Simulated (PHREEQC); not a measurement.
Dissolve 0.033 mol/kgw H2SO4, 0.012 mol/kgw LiCl and 0.0054 mol/kgw MgSO4 at 25 °C. Closed to the air; pH follows from the charge balance.

All values are PHREEQC results (ion-association model, wateq4f.dat), not measurements.

```
Property                  Result
----------------  --------------
pH                          1.45
ionic strength    0.0783 mol/kgw
total alkalinity    -66.0 meq/kg
```

```csv
species,molality,activity,log γ
H+,0.0428,0.0358,-0.078
HSO4-,0.0232,0.0184,-0.101
SO4-2,0.0131,0.00528,-0.394
Cl-,0.0120,0.00938,-0.107
Li+,0.0117,0.00949,-0.092
Mg+2,0.00354,0.00153,-0.363
MgSO4,0.00186,0.00190,0.008
LiSO4-,0.000274,0.000219,-0.098
```

This is a speciation only: nothing precipitates in the calculation. Species that the database lacks are ignored.
